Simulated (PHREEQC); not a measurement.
0.66 g of hydrous ferric oxide (600 m²/g; 0.2 weak and 0.005 strong sites per Fe, Dzombak-Morel constants, diffuse double layer) in 1 kg of water with 0.005 mol/kgw of an inert sodium salt and 4.8e-05 mol PbCl2, at 25 °C; the pH is set by adding NaOH or the inert anion's acid. O2 is buffered at 0.21 atm. CO2 from the air is kept out. Nothing may precipitate in this run.

Computed with PHREEQC (ion-association model, wateq4f.dat).

| pH | Pb sorbed (%) | surface charge σ (C/m²) | surface potential ψ (mV) |
|---|---|---|---|
| 3 | 4.5 | 0.307 | 213 |
| 3.67 | 32.4 | 0.227 | 202 |
| 4.33 | 65.6 | 0.152 | 183 |
| 5.67 | 95.8 | 0.054 | 131 |
| 6.33 | 99.7 | 0.029 | 100 |
| 7 | 100.0 | 0.014 | 65 |
| 7.67 | 100.0 | 0.005 | 28 |
| 8.33 | 100.0 | -0.001 | -9 |
| 9.67 | 100.0 | -0.020 | -83 |
| 10.33 | 100.0 | -0.040 | -116 |
| 11 | 100.0 | -0.078 | -145 |

Complexes and solids missing from the database can't appear. The oxide is taken as insoluble; below pH 4 it would dissolve.
